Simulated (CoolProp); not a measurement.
Values from CoolProp's reference Helmholtz-energy equation of state, Platzer 1990. This equation is an older, rougher fit; its heat capacities, sound speeds and derivatives of the liquid may be far off and weren't checked against measurements.

**Question.** Give the vapour pressure (kPa), liquid density (kg/m³), enthalpy of vaporisation (kJ/kg), surface tension (mN/m) of saturated R13 at -83.05 °C.

**Answer.** 
```
T (°C)  p (kPa)  liquid density (kg/m³)  enthalpy of vaporisation (kJ/kg)  surface tension (mN/m)
------  -------  ----------------------  --------------------------------  ----------------------
-83.05     92.8                    1530                               150                    14.3
```

Surface tension comes from a separate correlation (Mulero 2012).
